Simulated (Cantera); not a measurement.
# Hydrocarbon pyrolysis for carbon deposition

An isothermal, constant-pressure homogeneous reactor starts with C₂H₄ : H₂ = 1 : 49 (molar parts), at 1975 K and 0.133 bar.

Computed with Cantera and GRI-Mech 3.0 (53 species, 325 reactions). GRI-Mech 3.0 was tuned for natural gas; its chemistry of ethylene as a main component is partial and can be far from experiment. GRI-Mech 3.0 stops at C3 and has no aromatics, soot or wall deposition, so with more carbon than oxygen in the feed, carbon stays in small species such as C2H2 where larger ones or solid carbon would form.

| t (s) | x C₂H₄ | x H₂ | x CH₂ | x C₂H₂ | x C₂H |
|---|---|---|---|---|---|
| 7.00e-6 | 0.0198 | 0.980 | 2.14e-10 | 0.000228 | 1.33e-11 |
| 4.12e-5 | 0.0186 | 0.980 | 2.11e-9 | 0.00132 | 4.50e-10 |
| 0.000242 | 0.0128 | 0.980 | 8.24e-9 | 0.00709 | 1.25e-8 |
| 0.00142 | 0.000715 | 0.980 | 1.50e-9 | 0.0189 | 1.04e-7 |
| 0.00837 | 2.49e-5 | 0.979 | 5.21e-10 | 0.0196 | 3.89e-7 |
| 0.0492 | 1.99e-5 | 0.977 | 9.46e-9 | 0.0195 | 1.18e-6 |
| 0.289 | 1.95e-5 | 0.977 | 6.37e-8 | 0.0195 | 1.28e-6 |
| 1.70 | 1.95e-5 | 0.977 | 1.17e-7 | 0.0194 | 1.27e-6 |
| 10.0 | 1.95e-5 | 0.977 | 1.17e-7 | 0.0194 | 1.27e-6 |
x: mole fraction; the columns are a selection and need not sum to one.

Equilibrium at this temperature and pressure: C₂H₄ 1.95e-5, H₂ 0.977, CH₂ 1.17e-7, C₂H₂ 0.0194, C₂H 1.27e-6 (gas phase only).
